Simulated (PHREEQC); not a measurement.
Consider water at 25 °C with 0.015 mol/kgw HCl, 0.059 mol/kgw LiCl and 3.1e-05 mol/kgw MnSO4. Closed to the air; pH follows from the charge balance.

Equilibrium calculation in PHREEQC: ion-association model, phreeqc.dat.

Question: The ionic strength comes out as 0.0741 mol/kgw. What activity coefficients do Cl-, Li+, SO4-2, LiSO4-, MnCl+ get?

Answer: Cl- 0.79, Li+ 0.81, SO4-2 0.41, LiSO4- 0.80, MnCl+ 0.80.

This is a speciation only: nothing precipitates in the calculation. Complexes and solids missing from the database can't appear.
